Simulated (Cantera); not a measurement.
Charge: 1 mol CO2, 1.5 mol H2, 36 mol N2, at 3750 Torr.

Equilibrium computed with Cantera from the NASA thermochemical tables; the gas is ideal and each condensed phase is pure. Candidate condensed phases: C, C6H6, C7H8, C8H18, H2O; 169 gas species. Ions and electrons are included (thermal ionisation). The numbers say what is thermodynamically allowed, not how fast it happens. All values below are at 3500 K.

Base state: N2 0.905, H 0.0317, CO 0.0242, H2 0.0144, O 0.00659, NO 0.00561, OH 0.00514, H2O 0.00506 (mole fractions); condensed: gas only.

Question: What changes in the equilibrium state with this change: H2 from 1.5 to 0.13 mol?

Answer: 
| species | before | after |
|---|---|---|
| N2 | 0.905 | 0.946 |
| CO | 0.0242 | 0.0248 |
| O | 0.00659 | 0.0102 |
| H | 0.0317 | 0.00470 |
| H2 | 0.0144 | 0.000317 |
| H2O | 0.00506 | 0.000173 |
| OH | 0.00514 | 0.00118 |
| O2 | 0.000894 | 0.00215 |

Question: What changes in the equilibrium state with this change: H2 from 1.5 to 0.08 mol?

Answer: 
| species | before | after |
|---|---|---|
| N2 | 0.905 | 0.948 |
| CO | 0.0242 | 0.0248 |
| O | 0.00659 | 0.0104 |
| H | 0.0317 | 0.00304 |
| H2 | 0.0144 | 0.000133 |
| H2O | 0.00506 | 7.37e-5 |
| OH | 0.00514 | 0.000779 |
| O2 | 0.000894 | 0.00223 |
| CO2 | 0.00103 | 0.00166 |
| NO | 0.00561 | 0.00906 |
